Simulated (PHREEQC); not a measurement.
PHREEQC input (Pitzer model, pitzer.dat):

```
SOLUTION 1
  temp 30
  units mol/kgw
  pH 7 charge
  Cl 0.11
  Na 1.09
  S(6) 0.62
  K 0.26
END
USE solution 1
INCREMENTAL_REACTIONS false
REACTION 1
  H2O -1
  0 9.886 18.011 24.689 30.178 34.689 38.397 41.444
  43.949 46.007 47.699 49.089 50.232 51.172 51.944 52.578
  53.1 53.528 53.88 54.17 54.408 54.603 54.764 54.896
  55.005 moles
EQUILIBRIUM_PHASES 1
  Arcanite 0 0
  Glaserite 0 0
  Halite 0 0
  Mirabilite 0 0
  Misenite 0 0
  Sylvite 0 0
  Thenardite 0 0
SELECTED_OUTPUT 1
  -reset false
  -pH true
  -pe true
  -ionic_strength true
  -water true
  -activities H2O
  -totals Cl K Na S
  -molalities H+ Na+ K+ Cl- SO4-2 OH- HSO4-
  -equilibrium_phases Arcanite Glaserite Halite Mirabilite Misenite Sylvite Thenardite
PRINT
  -reset false
END
```

Selected output (columns that matter, 9 of 25 rows; water left (kg) added in front):

```
water left (kg)	pH	mu	Cl	K	Na	S	m_H+	m_Na+	m_K+	m_Cl-	la_H2O	Glaserite	Halite	Thenardite
1	7.2998	1.97	0.11	0.26	1.09	0.62	1.1126e-07	1.09	0.26	0.11	-0.011288	0	0	0
0.555203	7.3348	3.5482	0.19813	0.4683	1.9632	1.1167	9.4342e-08	1.9632	0.4683	0.19813	-0.019605	0	0	0
0.30824	7.3806	6.3911	0.35687	0.8435	3.5362	2.0114	5.0585e-08	3.5362	0.8435	0.35687	-0.03557	0	0	0
0.171138	7.4143	10.388	0.64276	0.95763	6.1819	3.2484	1.5254e-08	6.1819	0.95763	0.64276	-0.063961	0.032038	0	0
0.0950203	7.3886	10.785	1.1576	0.90698	6.6688	3.2091	1.2433e-08	6.6688	0.90698	1.1576	-0.075633	0.05794	0	0.19919
0.0527548	7.3218	9.777	2.0851	0.89765	6.3154	2.564	1.4158e-08	6.3154	0.89765	2.0851	-0.083642	0.070882	0	0.34298
0.0292979	7.1814	8.6058	3.7545	0.94449	6.0442	1.6171	1.4868e-08	6.0442	0.94449	3.7545	-0.10175	0.077443	0	0.41774
0.0162724	6.967	8.3941	6.0281	1.186	6.4194	0.78867	1.276e-08	6.4194	1.186	6.0281	-0.13859	0.080234	0.011909	0.4467
0.00902993	6.967	8.3941	6.0281	1.186	6.4194	0.78867	1.276e-08	6.4194	1.186	6.0281	-0.13859	0.083097	0.055567	0.44668
```
